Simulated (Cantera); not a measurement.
An adiabatic, constant-volume homogeneous reactor starts with CH4 : O2 : N2 = 1 : 2 : 7.52 (molar parts), equivalence ratio 1.0, at 1350 K and 1.00 bar. Integrator tolerance rtol = 1e-08.

Detailed kinetics in Cantera: GRI-Mech 3.0 (53 species, 325 reactions).

### Question
What does this change do: constant pressure in place of constant volume?

### Answer
```tsv
quantity	before	after
time of steepest temperature rise	5.95 ms	6.29 ms
temperature at 7.00 s	2861 K	2678 K
equilibrium temperature	2861 K	2678 K
x(CH4) at 7.00 s	<1e-12 (gas-phase equilibrium <1e-12)	<1e-12 (gas-phase equilibrium <1e-12)
x(O2) at 7.00 s	0.0197 (gas-phase equilibrium 0.0197)	0.0175 (gas-phase equilibrium 0.0175)
x(CH2CO) at 7.00 s	<1e-12 (gas-phase equilibrium <1e-12)	<1e-12 (gas-phase equilibrium <1e-12)
x(HCN) at 7.00 s	3.04e-9 (gas-phase equilibrium 3.04e-9)	8.03e-10 (gas-phase equilibrium 8.03e-10)
x(C2H2) at 7.00 s	<1e-12 (gas-phase equilibrium <1e-12)	<1e-12 (gas-phase equilibrium <1e-12)
x(CO) at 7.00 s	0.0438 (gas-phase equilibrium 0.0438)	0.0369 (gas-phase equilibrium 0.0369)
```
